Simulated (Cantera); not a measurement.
Input: 1 mol Si₂Cl₆, 8.9 mol N₂, 2.8 mol NH₃, equilibrated at 1123 K and 0.390 bar.

Method: chemical equilibrium by Gibbs-energy minimisation in Cantera with the NASA 1993 tables (ideal gas, pure condensed phases). Candidate condensed phases: NH₄Cl, Si, Si₃N₄; 28 gas species. The feed counts by its element totals alone. The tables' values for SiCl₃ are old estimates; treat these amounts as uncertain. Kinetics and transport are ignored.

Base state: N₂ 0.583, HCl 0.240, H₂ 0.142, SiCl₄ 0.0335, SiHCl₃ 0.000340, SiCl₃ 0.000102 (mole fractions); condensed: Si₃N₄(s).

Q: What changes in the equilibrium state with this change: temperature from 1123 K to 1925 K?

A: 
```json
[
 {"species": "N₂", "before": "0.583", "after": "0.588"},
 {"species": "H₂", "before": "0.142", "after": "0.178"},
 {"species": "HCl", "before": "0.240", "after": "0.129"},
 {"species": "SiCl₂", "before": "3.90e-6", "after": "0.0988"},
 {"species": "SiCl₄", "before": "0.0335", "after": "0.000425"},
 {"species": "SiCl", "before": "<1e-9", "after": "0.000149"},
 {"species": "H", "before": "2.57e-8", "after": "0.000645"},
 {"species": "Si", "before": "<1e-9", "after": "1.81e-5"},
 {"species": "Cl", "before": "3.86e-8", "after": "0.000351"},
 {"species": "Si₃N₄(s), mol", "before": "0.486", "after": "0.0580"}
]
```
The tables' values for SiCl₃, SiCl are old estimates; treat these amounts as uncertain.
